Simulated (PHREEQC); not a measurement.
Solution (25 °C): 5.2 mol/kgw KOH and 3.2e-05 mol/kgw H4SiO4. Closed to the air; pH follows from the charge balance.

Computed with PHREEQC (Pitzer model, pitzer.dat).

Each row changes one thing in this solution. Precipitation was switched off in this run.

```csv
case,pH,ionic strength (mol/kgw)
as made,15.38,5.20
diluted 2-fold with water,___,2.60
0.07 mol/kgw NaOH added,15.39,___
H4SiO4 replaced by Na2SiO3 at the same molality,15.38,5.20
KOH from 5.2 to 7.8 mol/kgw,___,7.80
KOH left out,6.91,___
H4SiO4 from 3.2e-05 to 3.52e-05 mol/kgw,15.38,5.20
temperature from 25 to 80 °C,13.89,5.20
H4SiO4 left out,15.38,5.20
```

Fill in the missing entries.


- diluted 2-fold with water, pH: 14.58
- 0.07 mol/kgw NaOH added, ionic strength (mol/kgw): 5.27
- KOH from 5.2 to 7.8 mol/kgw, pH: 16.18
- KOH left out, ionic strength (mol/kgw): 1.22e-7

Species that the database lacks are ignored. In brines, pH and single-ion activities rest on the MacInnes convention. Away from 25 °C the constants follow the database's enthalpies or fits; those with neither stay at their 25 °C values.
